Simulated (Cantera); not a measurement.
Charge: 1 mol Al, 0.012 mol CO2, 190 mol N2, equilibrated at 14.0 bar.

Equilibrium computed with Cantera from the NASA thermochemical tables; the gas is ideal and each condensed phase is pure. Candidate condensed phases: Al, AlN, Al2O3, C; 32 gas species. Mutual solubility and eutectic melting of coexisting phases are not modelled. Condensed phases not in the tables: aluminium oxynitride. Equilibrium is a limit: real reactors are often held back by kinetics, nucleation or transport.

x: gas mole fraction; n: condensed amount in mol.

| T (K) | x N2 | x CO | x Al | x Al2O | n AlN(s) | n Al2O3(s) | n C(graphite) |
|---|---|---|---|---|---|---|---|
| 800 | 1.00 | 2.08e-10 | <1e-12 | <1e-12 | 0.984 | 0.00800 | 0.0120 |
| 900 | 1.00 | 1.04e-8 | <1e-12 | <1e-12 | 0.984 | 0.00800 | 0.0120 |
| 1000 | 1.00 | 2.35e-7 | <1e-12 | <1e-12 | 0.984 | 0.00799 | 0.0120 |
| 1100 | 1.000 | 2.99e-6 | <1e-12 | <1e-12 | 0.984 | 0.00781 | 0.0114 |
| 1200 | 1.000 | 2.47e-5 | <1e-12 | <1e-12 | 0.987 | 0.00644 | 0.00733 |
| 1300 | 1.000 | 6.33e-5 | <1e-12 | <1e-12 | 0.992 | 0.00400 | 0 |
| 1400 | 1.000 | 6.33e-5 | <1e-12 | <1e-12 | 0.992 | 0.00400 | 0 |
| 1500 | 1.000 | 6.33e-5 | [?] | <1e-12 | 0.992 | 0.00400 | 0 |
| 1600 | 1.000 | 6.33e-5 | [?] | <1e-12 | 0.992 | 0.00400 | 0 |
| 1700 | 1.000 | 6.33e-5 | [?] | 1.88e-11 | 0.992 | 0.00400 | 0 |
| 1800 | 1.000 | 6.33e-5 | [?] | 4.49e-10 | 0.992 | 0.00400 | 0 |
| 1900 | 1.000 | 6.33e-5 | [?] | 7.59e-9 | 0.992 | 0.00400 | 0 |
| 2000 | 1.000 | 6.33e-5 | [?] | 9.58e-8 | 0.992 | 0.00399 | 0 |

**Question.** What belongs in the gaps?

**Answer.** 
- 1500, x Al: 1.18e-12
- 1600, x Al: 2.86e-11
- 1700, x Al: 4.75e-10
- 1800, x Al: 5.74e-9
- 1900, x Al: 5.31e-8
- 2000, x Al: 3.92e-7
